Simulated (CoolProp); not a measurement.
R245fa at 298.15 K and 0.074 MPa is compressed adiabatically to 0.513 MPa with isentropic efficiency 0.8. Each further row changes one setting.

Model: reference Helmholtz-energy equation of state, Akasaka 2015, in CoolProp.

| case | work (kJ/kg) | final temperature (K) | final density (kg/m³) |
|---|---|---|---|
| as stated | … | 355.1 | … |
| efficiency 1 | … | … | … |
| efficiency 0.65 | … | … | 24.9 |

### Question
Some entries are withheld; supply them.

### Answer

- as stated, work (kJ/kg): 45.3
- as stated, final density (kg/m³): 25.9
- efficiency 1, work (kJ/kg): 36.3
- efficiency 1, final temperature (K): 346.5
- efficiency 1, final density (kg/m³): 26.9
- efficiency 0.65, work (kJ/kg): 55.8
- efficiency 0.65, final temperature (K): 365.1
